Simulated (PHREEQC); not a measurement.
Make-up at 48 °C: 0.2 mmol/kgw H4SiO4, 0.042 mmol/kgw Na2S and 0.15 mmol/kgw KHSO4. Closed to the air; pH follows from the charge balance.

Model: ion-association model, wateq4f.dat, run in PHREEQC.

No solid was allowed to form.

**Question.** What pH does the model give?

**Answer.** pH 4.20.

**Question.** In which forms is S present?

**Answer.** SO4-2 77 %, H2S 22 %, HSO4- 0.8 % of the S.

Constants without temperature data keep their 25 °C values here. The polysulfide entries of wateq4f.dat were taken out for this run.
